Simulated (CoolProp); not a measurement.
R143a along the isobar 34.9 bar: density (kg/m³) from the reference equation and from simpler models built on Tc = 345.9 K, pc = 37.62 bar, ω = 0.261; each cubic takes its own stable root.

The numbers come from the reference Helmholtz-energy equation of state, Lemmon and Jacobsen 2000 in CoolProp.

```
T (K)   phase  reference
-----  ------  ---------
181.4  liquid       1287
205.4  liquid       1228
229.5  liquid       1166
253.6  liquid       1099
277.7  liquid       1025
301.8  liquid      936.4
325.9  liquid      813.8
349.9     gas      186.1
374       gas      136.2
398.1     gas      114.9
422.2     gas      101.5
```

Q: How far does each simpler model (Redlich-Kwong, Soave-Redlich-Kwong) lie from the reference over these 11 states: mean and median of the absolute difference, and the worst?

A: 
- Redlich-Kwong: mean 13.1 %, median 17.6 %, worst -24.8 % at 325.9 K and 34.9 bar
- Soave-Redlich-Kwong: mean 11.9 %, median 15.2 %, worst -21.5 % at 325.9 K and 34.9 bar
